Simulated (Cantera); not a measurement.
A perfectly stirred reactor is fed with CH4 : O2 : N2 = 1 : 2.08 : 8.33 (molar parts), equivalence ratio 0.96, at 3750 Torr; it is adiabatic with a 500 K inlet, and is followed from long to short residence time, starting on the burning branch (τ in s: 0.35, 0.12, 0.043, 0.015, 0.0052, 0.0018, 0.00064, 0.00022, 7.8e-05, 2.7e-05, 9.5e-06, 3.3e-06).

Detailed kinetics in Cantera: GRI-Mech 3.0 (53 species, 325 reactions).

Question: What does this change do: inlet temperature 500 to 773 K?

Answer: 
```csv
quantity,before,after
"blow-out, bracketed by the residence times tried","burning at 27.0 µs, out at 9.50 µs","burning at 27.0 µs, out at 9.50 µs"
x(CH4) at τ = 0.350 s,3.28e-7,1.39e-7
x(O2) at τ = 0.350 s,0.00810,0.00993
x(C2H2) at τ = 0.350 s,9.43e-12,1.49e-12
x(C2H6) at τ = 0.350 s,<1e-12,<1e-12
x(HO2) at τ = 0.350 s,1.34e-6,2.40e-6
x(CH4) at τ = 0.640 ms,7.43e-5,4.67e-5
x(O2) at τ = 0.640 ms,0.0142,0.0151
x(C2H2) at τ = 0.640 ms,1.25e-7,5.00e-8
x(C2H6) at τ = 0.640 ms,3.03e-9,5.57e-10
x(HO2) at τ = 0.640 ms,5.59e-6,4.79e-6
```
